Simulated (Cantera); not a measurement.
(CH₃)₂SiCl₂ + H₂ (silicon carbide growth)

Charge: 1 mol (CH₃)₂SiCl₂, 1.5 mol H₂, equilibrated at 75000 Pa.

Method: chemical equilibrium by Gibbs-energy minimisation in Cantera with the NASA 1993 tables (ideal gas, pure condensed phases). Candidate condensed phases: C, C₆H₆, C₇H₈, C₈H₁₈, Si, SiC; 109 gas species. The feed counts by its element totals alone. The tables' values for SiCl₃, SiCl are old estimates; treat these amounts as uncertain. Rates play no part.

| T (K) | log p H₂ | log p HCl | log p SiCl₂ | log p SiCl₄ | log p SiCl₃ | log p H | n C(graphite) | n SiC(s) |
|---|---|---|---|---|---|---|---|---|
| 1450 | -0.30 | -0.64 | -2.73 | -2.07 | -2.68 | -5.17 | 1.10 | 0.898 |
| 1500 | -0.30 | -0.63 | -2.58 | -2.24 | -2.66 | -4.90 | 1.08 | 0.913 |
| 1550 | -0.30 | -0.61 | -2.46 | -2.41 | -2.66 | -4.65 | 1.07 | 0.923 |
| 1600 | -0.31 | -0.61 | -2.35 | -2.60 | -2.67 | -4.42 | 1.07 | 0.928 |
| 1650 | -0.31 | -0.60 | -2.26 | -2.78 | -2.69 | -4.20 | 1.07 | 0.928 |
| 1700 | -0.31 | -0.60 | -2.17 | -2.97 | -2.72 | -3.99 | 1.07 | 0.926 |
| 1750 | -0.31 | -0.60 | -2.10 | -3.15 | -2.75 | -3.79 | 1.08 | 0.921 |
| 1800 | -0.31 | -0.61 | -2.03 | -3.32 | -2.78 | -3.60 | 1.08 | 0.915 |
| 1850 | -0.31 | -0.61 | -1.97 | -3.50 | -2.82 | -3.42 | 1.09 | 0.907 |
| 1900 | -0.31 | -0.61 | -1.92 | -3.66 | -2.86 | -3.25 | 1.10 | 0.898 |
| 1950 | -0.31 | -0.62 | -1.87 | -3.82 | -2.89 | -3.09 | 1.11 | 0.889 |
| 2000 | -0.31 | -0.62 | -1.82 | -3.98 | -2.93 | -2.94 | 1.11 | 0.879 |
| 2050 | -0.31 | -0.63 | -1.78 | -4.13 | -2.97 | -2.80 | 1.12 | 0.869 |
| 2100 | -0.31 | -0.63 | -1.74 | -4.28 | -3.01 | -2.66 | 1.13 | 0.858 |
log p: log10 of the partial pressure in bar; n: condensed amount in mol.

From 1450 K to 2100 K the condensed part is C(graphite) + SiC(s). The main Si-bearing gas is SiCl₄ at 1450 K and SiCl₂ at 2100 K.
